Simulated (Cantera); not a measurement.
**Ignition delay**

Mixture: CO : H₂ : CH₄ : O₂ : N₂ = 1 : 0.68 : 0.28 : 0.933 : 3.51 (molar parts), equivalence ratio 1.5, at 1.10 bar, adiabatic and at constant volume. Ignition delay is the time to a rise of 400 K.

Detailed kinetics in Cantera: GRI-Mech 3.0 (53 species, 325 reactions).

| T0 (K) | delay (ms) |
|---|---|
| 1200 | 0.252 |
| 1275 | 0.145 |
| 1350 | 0.0908 |
| 1425 | 0.0611 |
| 1500 | 0.0435 |
| 1575 | 0.0323 |

```
Quantity                                                Value
--------------------------------------------------  ---------
apparent activation energy between 1425 and 1575 K  79 kJ/mol
```
